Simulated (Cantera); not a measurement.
**Premixed flame**

A freely propagating, adiabatic, planar premixed flame of 10.2 % CH4, 0.470 % H2, 18.8 % O2, 70.5 % N2, unburnt at 525 K and 7500 Torr; mixture-averaged transport, grid criteria slope 0.08 and curve 0.16, no radiation.

Model: GRI-Mech 3.0 (53 species, 325 reactions), integrated in Cantera. Burning velocities carry a grid error of a few per cent, more on coarse grids.

```csv
z (mm),T (K),u (m/s),x CH4,x H2,x O2,x NO2,x CO,x NO
-0.209,526,0.421,0.102,0.00573,0.188,<1e-8,1.31e-5,<1e-8
-0.140,533,0.427,0.101,0.00730,0.187,5.53e-8,0.000143,2.18e-8
-0.105,556,0.447,0.0994,0.00907,0.185,2.53e-7,0.000593,9.88e-8
-0.0698,676,0.546,0.0913,0.0122,0.175,1.45e-6,0.00333,8.16e-7
-0.0349,1164,0.952,0.0597,0.0165,0.130,3.11e-6,0.0175,9.63e-6
-0.0174,1598,1.32,0.0309,0.0187,0.0849,1.03e-6,0.0325,2.32e-5
0,2005,1.66,0.00602,0.0187,0.0369,8.75e-8,0.0452,4.30e-5
0.0174,2180,1.79,0.000275,0.0154,0.0133,4.24e-8,0.0411,6.84e-5
0.0349,2242,1.84,7.42e-6,0.0139,0.00666,4.52e-8,0.0342,8.39e-5
0.0698,2302,1.88,1.64e-8,0.0131,0.00333,3.97e-8,0.0293,9.61e-5
0.140,2347,1.91,<1e-8,0.0123,0.00156,2.96e-8,0.0272,0.000106
0.279,2373,1.93,<1e-8,0.0117,0.000684,2.08e-8,0.0262,0.000116
0.558,2382,1.94,<1e-8,0.0115,0.000377,1.69e-8,0.0257,0.000126
```
x: mole fraction of selected species; z is measured from the peak of heat release.

- laminar burning velocity: 41.9 cm/s
- thermal thickness: 0.0698 mm
- peak x(CO): 0.0457
- grid points: 144
